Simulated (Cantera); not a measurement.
What does this Cantera script print?

```python
import numpy as np
import cantera as ct

gas = ct.Solution("SiF4_NH3_mec.yaml", "gas")
gas.TPX = 2300, 2666, {'NH3': 0.15, 'H2': 3.4}
reactor = ct.IdealGasConstPressureReactor(gas, energy="off", clone=False)
net = ct.ReactorNet([reactor])
net.rtol, net.atol = 1e-08, 1e-18
show = ['NH3', 'H2', 'N2H4', 'N2', 'NH2', 'NH', 'N']
times = np.geomspace(3e-05, 200, 15)

steps = ct.SolutionArray(gas, extra=["t"])
rows = []
print(f"{'t/s':>10s}{'T/K':>9s}{'P/Pa':>11s}" + "".join(f"{s:>11s}" for s in show))
for t in times:
    while net.time < t:
        t_next = net.step()
        steps.append(gas.state, t=t_next)
    rows.append([np.interp(t, steps.t, y) for y in (steps.T, steps.P, *steps(*show).X.T)])
    print(f"{t:10.3e}{rows[-1][0]:9.1f}{rows[-1][1]:11.4g}" + "".join(f"{x:11.3e}" for x in rows[-1][2:]))
rate = np.gradient(steps.T, steps.t)
print("integrator steps:", len(steps.t))
if steps.T.max() > steps.T[0] + 200:
    print(f"time of steepest temperature rise: {steps.t[rate.argmax()]:.4e} s")
gas.TPX = 2300, 2666, {'NH3': 0.15, 'H2': 3.4}
gas.equilibrate("TP")
print(f"equilibrium (TP): T = {gas.T:.1f} K  " + "  ".join(f"{s} {gas[s].X[0]:.3e}" for s in show))
```

It prints:

```
       t/s      T/K       P/Pa        NH3         H2       N2H4         N2        NH2         NH          N
 3.000e-05   2300.0       2666  4.225e-02  9.577e-01  7.755e-15  2.482e-13  2.305e-06  5.173e-10  2.375e-13
 9.216e-05   2300.0       2666  4.225e-02  9.577e-01  5.867e-14  1.807e-11  6.273e-06  5.382e-09  9.699e-12
 2.831e-04   2300.0       2666  4.223e-02  9.576e-01  5.113e-13  1.319e-09  1.845e-05  5.248e-08  3.148e-10
 8.697e-04   2300.0       2666  4.219e-02  9.574e-01  4.674e-12  8.629e-08  5.570e-05  4.980e-07  9.400e-09
 2.672e-03   2300.0       2666  4.204e-02  9.566e-01  4.251e-11  5.494e-06  1.679e-04  4.583e-06  2.642e-07
 8.208e-03   2300.0       2666  4.103e-02  9.550e-01  2.787e-10  3.231e-04  4.303e-04  3.060e-05  4.614e-06
 2.521e-02   2300.0       2666  3.356e-02  9.578e-01  3.376e-10  3.864e-03  4.737e-04  4.525e-05  9.187e-06
 7.746e-02   2300.0       2666  1.632e-02  9.655e-01  1.353e-10  1.221e-02  3.000e-04  3.759e-05  9.998e-06
 2.380e-01   2300.0       2666  7.364e-04  9.637e-01  2.173e-12  1.973e-02  3.812e-05  1.362e-05  1.030e-05
 7.310e-01   2300.0       2666  2.568e-06  9.318e-01  2.624e-16  1.978e-02  4.225e-07  4.811e-07  1.156e-06
 2.246e+00   2300.0       2666  2.348e-07  9.230e-01  3.123e-18  1.969e-02  4.618e-08  6.285e-08  1.806e-07
 6.899e+00   2300.0       2666  7.023e-08  9.230e-01  2.826e-19  1.969e-02  1.382e-08  1.882e-08  5.410e-08
 2.119e+01   2300.0       2666  4.415e-08  9.230e-01  1.135e-19  1.969e-02  8.689e-09  1.183e-08  3.401e-08
 6.510e+01   2300.0       2666  4.338e-08  9.230e-01  1.097e-19  1.969e-02  8.536e-09  1.163e-08  3.341e-08
 2.000e+02   2300.0       2666  4.338e-08  9.230e-01  1.097e-19  1.969e-02  8.536e-09  1.163e-08  3.341e-08
integrator steps: 1767
equilibrium (TP): T = 2300.0 K  NH3 4.338e-08  H2 9.230e-01  N2H4 1.097e-19  N2 1.969e-02  NH2 8.536e-09  NH 1.163e-08  N 3.341e-08
```

Cantera simulation using the gas-phase N/H chemistry of the illustrative SiF4/NH3 mechanism in the Surface Chemkin manual (1991); the numbers are that mechanism's predictions, not measurements. Walls and surfaces, which speed up NH3 decomposition in real reactors, are not modelled.
